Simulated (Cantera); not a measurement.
## Titanium nitride, carbide and oxide coatings: Ti(OiPr)₄ + O₂ + H₂ + N₂

A closed system holds: 1 mol Ti(OiPr)₄, 0.52 mol O₂, 43 mol H₂, 46 mol N₂, held at 30.0 Pa.

Cantera equilibrium calculation (NASA polynomials, part measured and part estimated; ideal gas, pure solids and liquids). Candidate condensed phases: C, C₆H₆, C₇H₈, C₈H₁₈, H₂O, Ti, TiC, TiN, TiO, TiO₂, Ti₂O₃, Ti₃O₅, Ti₄O₇; 139 gas species. The feed counts by its element totals alone. TiC: taken at fixed stoichiometry. Kinetics and transport are ignored.

| T (K) | x H₂ | x N₂ | x H | x CO | x HCN | x C₂H₂ (acetylene) | x HNC | n C(graphite) | n TiC(s) |
|---|---|---|---|---|---|---|---|---|---|
| 1573 | 0.526 | 0.425 | 0.00170 | 0.0466 | 0.000816 | 1.09e-5 | 1.73e-5 | 5.87 | 1.00 |
| 1648 | 0.524 | 0.424 | 0.00372 | 0.0466 | 0.00129 | 2.34e-5 | 3.36e-5 | 5.81 | 1.00 |
| 1723 | 0.521 | 0.423 | 0.00760 | 0.0465 | 0.00195 | 4.71e-5 | 6.17e-5 | 5.73 | 1.000 |
| 1798 | 0.515 | 0.421 | 0.0146 | 0.0463 | 0.00283 | 8.88e-5 | 0.000107 | 5.62 | 1.000 |
| 1873 | 0.505 | 0.418 | 0.0265 | 0.0460 | 0.00397 | 0.000158 | 0.000176 | 5.47 | 1.000 |
| 1948 | 0.490 | 0.413 | 0.0457 | 0.0456 | 0.00537 | 0.000264 | 0.000277 | 5.28 | 1.000 |
| 2023 | 0.466 | 0.406 | 0.0749 | 0.0449 | 0.00702 | 0.000417 | 0.000416 | 5.03 | 1.000 |
x: gas mole fraction; n: condensed amount in mol.

From 1573 K to 2023 K the condensed part is C(graphite) + TiC(s).
